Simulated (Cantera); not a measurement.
Input (Python, Cantera):

```python
import numpy as np
import cantera as ct

gas = ct.Solution("gri30.yaml", transport_model="multicomponent")
show = ['H', 'CH4', 'CH3']

rows = []
print(f"{'T/K':>7s}{'rho':>11s}{'cp':>10s}{'mu':>11s}{'lambda':>11s}{'Pr':>7s}" + "".join(f"{'D_' + s:>11s}" for s in show))
for T in [400, 500, 600, 700, 800, 900]:
    gas.TPX = T, 1333, {'NO': 0.35, 'N2': 0.66, 'N2O': 0.57}
    Pr = gas.cp_mass * gas.viscosity / gas.thermal_conductivity
    D = [gas.mix_diff_coeffs_mole[gas.species_index(s)] for s in show]
    rows.append([gas.density, gas.cp_mass, gas.viscosity, gas.thermal_conductivity, Pr, *D])
    print(f"{T:7g}{gas.density:11.4e}{gas.cp_mass:10.1f}{gas.viscosity:11.4e}"
          f"{gas.thermal_conductivity:11.4e}{Pr:7.3f}" + "".join(f"{d:11.4e}" for d in D))
print("SI units: kg/m3, J/kg/K, Pa s, W/m/K, m2/s")
```

It prints:

```
    T/K        rho        cp         mu     lambda     Pr        D_H      D_CH4      D_CH3
    400 1.3718e-02    1001.9 2.1291e-05 2.9789e-02  0.716 1.4294e-02 2.5674e-03 2.5810e-03
    500 1.0975e-02    1042.7 2.5279e-05 3.6641e-02  0.719 2.1190e-02 3.8049e-03 3.8261e-03
    600 9.1456e-03    1080.2 2.8918e-05 4.3307e-02  0.721 2.9080e-02 5.2208e-03 5.2509e-03
    700 7.8391e-03    1115.4 3.2293e-05 4.9855e-02  0.722 3.7894e-02 6.8024e-03 6.8426e-03
    800 6.8592e-03    1148.1 3.5461e-05 5.6301e-02  0.723 4.7578e-02 8.5400e-03 8.5914e-03
    900 6.0971e-03    1177.5 3.8461e-05 6.2601e-02  0.723 5.8088e-02 1.0426e-02 1.0489e-02
SI units: kg/m3, J/kg/K, Pa s, W/m/K, m2/s
```

Model: GRI-Mech 3.0 (53 species, 325 reactions), integrated in Cantera.
